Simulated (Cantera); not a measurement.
Charge: 1 mol CsCl, 0.13 mol HCl, 39 mol N2, held at 10.0 mbar.

Equilibrium computed with Cantera from the NASA thermochemical tables; the gas is ideal and each condensed phase is pure. Candidate condensed phases: Cs, CsCl, NH4Cl; 16 gas species. Rates play no part. All values below are at 1898 K.

Base state: N2 0.971, CsCl 0.0248, HCl 0.00251, Cl 0.000860, H2 0.000297, H 0.000135, Cs 0.000132 (mole fractions); condensed: gas only.

Q: What changes in the equilibrium state with this change: CsCl replaced by FeCl2?

A: 
```
species    before    after
-------  --------  -------
N2          0.971    0.969
FeCl2           0   0.0237
HCl       0.00251  0.00307
CsCl       0.0248        0
Fe              0  0.00117
Cs       0.000132        0
FeCl            0  2.26e-5
H2       0.000297  5.19e-5
Cl       0.000860  0.00251
```
Further candidate phases: Fe, FeCl2, FeCl3.
